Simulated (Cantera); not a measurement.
Feed: 1 mol Si, 0.73 mol HCl, 1.5 mol H2, at 0.370 bar.

Cantera equilibrium calculation (NASA polynomials, part measured and part estimated; ideal gas, pure solids and liquids). Candidate condensed phases: Si; 19 gas species. The tables' values for SiCl3, SiCl are old estimates; treat these amounts as uncertain. Gases not in the tables: Si2H6 and higher silanes. The numbers say what is thermodynamically allowed, not how fast it happens.

x: gas mole fraction; n: condensed amount in mol.

```csv
T (K),x H2,x HCl,x SiCl2,x SiCl4,x SiHCl3,x SiCl3,n Si(s),n Si(l)
500,0.900,2.33e-6,1.37e-12,0.0613,0.0377,2.81e-9,0.798,0
600,0.900,4.27e-5,8.92e-10,0.0623,0.0362,1.99e-7,0.798,0
700,0.900,0.000336,8.93e-8,0.0632,0.0347,4.14e-6,0.799,0
800,0.900,0.00156,2.77e-6,0.0638,0.0333,3.99e-5,0.800,0
900,0.898,…,…,0.0637,0.0318,0.000230,0.802,0
1000,0.892,0.0130,0.000322,0.0621,0.0300,0.000909,0.806,0
1100,0.881,0.0274,0.00174,0.0579,0.0275,0.00269,0.813,0
1200,0.863,0.0494,0.00667,0.0495,0.0235,0.00614,0.819,0
1300,0.838,…,…,…,…,0.0107,0.822,0
1400,0.811,0.104,0.0393,0.0203,0.0112,0.0137,0.817,0
1500,0.789,0.122,0.0609,0.00843,0.00563,0.0127,0.807,0
1600,0.778,0.131,0.0761,0.00285,0.00244,0.00938,0.799,0
1700,0.772,0.135,0.0841,0.000932,0.00103,0.00631,0,0.795
```

Complete the blanks.


- 900, x HCl: 0.00511
- 900, x SiCl2: 3.95e-5
- 1300, x HCl: 0.0770
- 1300, x SiCl2: 0.0189
- 1300, x SiCl4: 0.0360
- 1300, x SiHCl3: 0.0179
